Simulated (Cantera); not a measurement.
Mixture: 7.61 % C₃H₈, 18.1 % O₂, 74.3 % N₂, equivalence ratio 2.1, at 8.80 bar, adiabatic and at constant pressure. Ignition delay is the time to a rise of 400 K.

Computed with Cantera and GRI-Mech 3.0 (53 species, 325 reactions). GRI-Mech 3.0 was tuned for natural gas; its chemistry of propane as a main component is partial and can be far from experiment.

Question: Predict: delay at 1125 K; delay at 1325 K; delay at 1525 K; delay at 1725 K; apparent activation energy between 1625 and 1825 K.

Answer: 
```json
{
  "delay at 1125 K": "8.71 ms",
  "delay at 1325 K": "0.241 ms",
  "delay at 1525 K": "18.8 µs",
  "delay at 1725 K": "4.05 µs",
  "apparent activation energy between 1625 and 1825 K": "150 kJ/mol"
}
```
